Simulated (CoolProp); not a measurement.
Ethanol at 535.22 K and 2.13 MPa is throttled through a valve to 1.28 MPa with no heat exchange. Each further row changes one setting.

Model: reference Helmholtz-energy equation of state, Schroeder 2014, in CoolProp.

| case | temperature change (K) | final density (kg/m³) |
|---|---|---|
| as stated | -7.6 | (withheld) |
| outlet pressure 0.384 MPa | -16.0 | 4.17 |
| outlet pressure 1.66 MPa | (withheld) | (withheld) |

Question: Complete the blanks.

Answer: 
- as stated, final density (kg/m³): 14.2
- outlet pressure 1.66 MPa, temperature change (K): -4.1
- outlet pressure 1.66 MPa, final density (kg/m³): 18.7
